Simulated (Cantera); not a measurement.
Input (Python, Cantera) and output of one run.

```python
import numpy as np
import cantera as ct

gas_names = """
    H HNO HNO2 HNO3 HO2 H2 H2O H2O2 N NH NH2 NH3 NH2OH NO NO2 NO3 N2 N2H2 N2H4 N2O O OH O2 O3 Si SiH
    SiH2 SiH3 SiH4 SiN SiO SiO2 Si2 Si2N Si3
""".split()
cond_names = """
    H2O(s) H2O(L) Si(cr) Si(L) SiO2(Lqz) SiO2(hqz) SiO2(L) Si2N2O(s) Si3N4(a)
""".split()


def load(file, names, dense=False):
    # The tables refer to 1 bar. Condensed volumes are neglected.
    table = {s.name: s for s in ct.Species.list_from_file(file)}
    out = []
    for n in names:
        d = dict(table[n].input_data)
        d["thermo"] = dict(d["thermo"], **{"reference-pressure": 1e5})
        if dense:
            d["equation-of-state"] = {"model": "constant-volume", "density": "1e6 g/cm^3"}
        out.append(ct.Species.from_dict(d))
    return out


gas = ct.Solution(thermo="ideal-gas", species=load("nasa_gas.yaml", gas_names))
cond = {s.name: ct.Solution(thermo="fixed-stoichiometry", species=[s], name=s.name)
        for s in load("nasa_condensed.yaml", cond_names, dense=True)}
atoms = {
    'Si': {'Si': 1},
    'N2O': {'N': 2, 'O': 1},
    'H2': {'H': 2},
}
top_T = {'Si2N2O(s)': 2100, 'Si3N4(a)': 2400}  # K; cautious upper limits of use, not melting points


def equilibrate(T, P, feed):
    n = {}
    for name, mol in feed.items():
        for a, k in atoms[name].items():
            n[a] = n.get(a, 0.0) + k * mol
    gas.TPX = T, P, n
    mass = sum(n.values()) * gas.mean_molecular_weight
    gas.equilibrate("TP")
    valid = [c for c in cond.values() if c.min_temp <= T <= top_T.get(c.name, c.max_temp)]
    mix = ct.Mixture([(gas, mass / gas.mean_molecular_weight)] + [(c, 0.0) for c in valid])
    mix.T, mix.P = T, P
    mix.equilibrate("TP", solver="vcs", rtol=1e-11, max_steps=5000)
    return mix


results = []
feed = {'Si': 1, 'N2O': 0.042, 'H2': 6.7}  # mol
P = 133.322  # Pa
for T in [1148, 1223, 1298, 1373, 1448, 1523, 1598, 1673, 1748, 1823, 1898, 1973, 2048, 2123]:
    mix = equilibrate(T, P, feed)
    results.append((T, P, feed, dict(zip(mix.species_names, mix.species_moles))))
    x = sorted(zip(gas.X, gas.species_names), reverse=True)
    print(f"T = {T:g} K  P = {P:g} Pa  gas = {mix.phase_moles(0):.4g} mol")
    print("   x: " + "  ".join(f"{s} {v:.3e}" for v, s in x if v > 1e-05))
    print("   condensed (mol): " + ("  ".join(f"{mix.phase(i).name} {mix.phase_moles(i):.4g}"
          for i in range(1, mix.n_phases) if mix.phase_moles(i) > 1e-12) or "none"))
```

Result:

```
T = 1148 K  P = 133.322 Pa  gas = 6.7 mol
   x: H2 1.000e+00
   condensed (mol): Si(cr) 0.916  Si2N2O(s) 0.042
T = 1223 K  P = 133.322 Pa  gas = 6.7 mol
   x: H2 1.000e+00
   condensed (mol): Si(cr) 0.916  Si2N2O(s) 0.04198
T = 1298 K  P = 133.322 Pa  gas = 6.7 mol
   x: H2 9.999e-01  H 2.934e-05  N2 2.782e-05  SiO 2.782e-05
   condensed (mol): Si(cr) 0.9162  Si2N2O(s) 0.04181
T = 1373 K  P = 133.322 Pa  gas = 6.703 mol
   x: H2 9.995e-01  N2 2.257e-04  SiO 2.257e-04  H 9.118e-05
   condensed (mol): Si(cr) 0.9175  Si2N2O(s) 0.04049
T = 1448 K  P = 133.322 Pa  gas = 6.721 mol
   x: H2 9.968e-01  N2 1.468e-03  SiO 1.468e-03  H 2.520e-04
   condensed (mol): Si(cr) 0.9258  Si2N2O(s) 0.03213
T = 1523 K  P = 133.322 Pa  gas = 6.786 mol
   x: H2 9.870e-01  SiO 6.189e-03  N2 6.189e-03  H 6.288e-04  Si 1.352e-05
   condensed (mol): Si(cr) 0.9579
T = 1598 K  P = 133.322 Pa  gas = 6.789 mol
   x: H2 9.861e-01  SiO 6.186e-03  N2 6.186e-03  H 1.448e-03  Si 7.014e-05
   condensed (mol): Si(cr) 0.9574
T = 1673 K  P = 133.322 Pa  gas = 6.797 mol
   x: H2 9.842e-01  SiO 6.179e-03  N2 6.179e-03  H 3.094e-03  Si 3.134e-04  SiH 1.919e-05  SiH2 1.084e-05
   condensed (mol): Si(cr) 0.9556
T = 1748 K  P = 133.322 Pa  gas = 6.813 mol
   x: H2 9.803e-01  H 6.196e-03  SiO 6.165e-03  N2 6.163e-03  Si 1.092e-03  SiH 5.253e-05  SiH2 2.012e-05
   condensed (mol): Si(L) 0.9499
T = 1823 K  P = 133.322 Pa  gas = 6.847 mol
   x: H2 9.725e-01  H 1.170e-02  SiO 6.134e-03  N2 6.129e-03  Si 3.316e-03  SiH 1.276e-04  SiH2 3.416e-05  Si2 2.146e-05
   condensed (mol): Si(L) 0.9337
T = 1898 K  P = 133.322 Pa  gas = 6.922 mol
   x: H2 9.573e-01  H 2.094e-02  Si 9.214e-03  SiO 6.068e-03  N2 6.057e-03  SiH 2.872e-04  Si2 7.364e-05  SiH2 5.512e-05  Si3 1.663e-05  Si2N 1.278e-05
   condensed (mol): Si(L) 0.8903
T = 1973 K  P = 133.322 Pa  gas = 7.082 mol
   x: H2 9.279e-01  H 3.560e-02  Si 2.367e-02  SiO 5.931e-03  N2 5.909e-03  SiH 6.021e-04  Si2 2.297e-04  SiH2 8.431e-05  Si3 4.991e-05  Si2N 2.487e-05  SiN 1.846e-05
   condensed (mol): Si(L) 0.7807
T = 2048 K  P = 133.322 Pa  gas = 7.428 mol
   x: H2 8.726e-01  H 5.729e-02  Si 5.668e-02  SiO 5.654e-03  N2 5.613e-03  SiH 1.175e-03  Si2 6.577e-04  Si3 1.378e-04  SiH2 1.209e-04  Si2N 4.537e-05  SiN 3.610e-05
   condensed (mol): Si(L) 0.5135
T = 2123 K  P = 133.322 Pa  gas = 8.069 mol
   x: H2 7.857e-01  Si 1.130e-01  H 8.710e-02  SiO 5.205e-03  N2 5.146e-03  SiH 1.891e-03  Si2 1.372e-03  Si3 2.458e-04  SiH2 1.429e-04  Si2N 6.101e-05  SiN 5.848e-05
   condensed (mol): none
```

Cantera equilibrium calculation (NASA polynomials, part measured and part estimated; ideal gas, pure solids and liquids). Mutual solubility and eutectic melting of coexisting phases are not modelled. The tables' values for SiN are old estimates; treat these amounts as uncertain. Gases not in the tables: Si2H6 and higher silanes.
